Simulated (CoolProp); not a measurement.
Vapour-liquid equilibrium of CH2F2 (R32) (1) + R1234ze(E) (2) at 0.0672 MPa; x and y are mole fractions of (1).

Computed with CoolProp (multi-fluid Helmholtz-energy mixture model, Tillner-Roth 1997 and Thol 2016; pair parameters Bell 2023).

```
x      bubble temperature, mixture model (K)  bubble temperature, Raoult's law (K)  y, mixture model  y, Raoult's law
-----  -------------------------------------  ------------------------------------  ----------------  ---------------
0.05                                   240.7                                 241.8             0.227            0.192
0.125                                  235.4                                 237.5             0.451            0.400
0.2                                    231.3                                 233.9             0.592            0.545
0.275                                  228.1                                 230.8             0.685            0.651
0.35                                   225.6                                 228.1             0.751            0.731
0.425                                  223.5                                 225.7             0.799            0.792
0.5                                    221.8                                 223.6             0.837            0.840
0.575                                  220.3                                 221.8             0.869            0.878
0.65                                   219.0                                 220.0             0.896            0.910
0.725                                  217.7                                 218.5             0.920            0.936
0.8                                    216.6                                 217.1             0.943            0.957
0.875                                  215.5                                 215.7             0.965            0.975
0.95                                   214.4                                 214.5             0.986            0.991
```

The largest gap from Raoult's law is -2.7 K in bubble temperature, at x = 0.275. No azeotrope shows between x = 0.05 and 0.95.

Pair parameters are fitted to limited data, so mixtures are less certain than the pure fluids.
